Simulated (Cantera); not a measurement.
A closed system holds: 1 mol Fe(CO)5, 0.67 mol H2, held at 1398.15 K and 3.40 bar.

Method: chemical equilibrium by Gibbs-energy minimisation in Cantera with the NASA 1993 tables (ideal gas, pure condensed phases). Condensed phases not in the tables: cementite and carbon dissolved in iron. Rates play no part.

| species | before | after |
|---|---|---|
| CO | 0.877 | 0.882 |
| H2 | 0.117 | 0.118 |
| H | 8.80e-7 | 2.10e-5 |
| CO2 | 0.00457 | 8.16e-6 |
| H2O | 0.00132 | 2.36e-6 |
| CH4 | 0.000204 | 3.66e-7 |
| C(graphite), mol | 0.0320 | 0 |
| Fe(γ), mol | 1.00 | 1.000 |
Gas species are given as mole fractions.

Task: Name the change that produced these shifts.
(A) pressure from 3.40 bar to 6.00 mbar
(B) H2 from 0.67 to 6.2 mol
(C) H2 from 0.67 to 0.17 mol
(D) H2 from 0.67 to 1.5 mol

Result: A, pressure from 3.40 bar to 6.00 mbar
